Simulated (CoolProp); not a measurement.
Properties of CHF3 (R23) along the isobar 12.9 MPa (Tc = 26.1 °C, pc = 4.832 MPa, ω = 0.263).

Computed with CoolProp (reference Helmholtz-energy equation of state, Penoncello 2003).

| T (°C) | phase | speed of sound (m/s) | expansivity (1/kK) | conductivity (mW/(m K)) |
|---|---|---|---|---|
| -10.25 | liquid | 555.3 | 3.766 | 96.7 |
| 16.25 | liquid | 433.4 | 5.161 | 83.5 |
| 42.75 | supercritical | 319.0 | 7.968 | 69.6 |
| 69.25 | supercritical | 236.1 | 12.11 | 54.8 |
| 95.75 | supercritical | 212.7 | 10.76 | 44.3 |
| 122.25 | supercritical | 217.4 | 7.565 | 39.8 |
| 148.85 | supercritical | 227.6 | 5.624 | 38.0 |
| 175.35 | supercritical | 238.4 | 4.472 | 37.4 |
| 201.85 | supercritical | 248.7 | 3.725 | 37.5 |

Thermal conductivity comes from a separate model (Shan 2000).
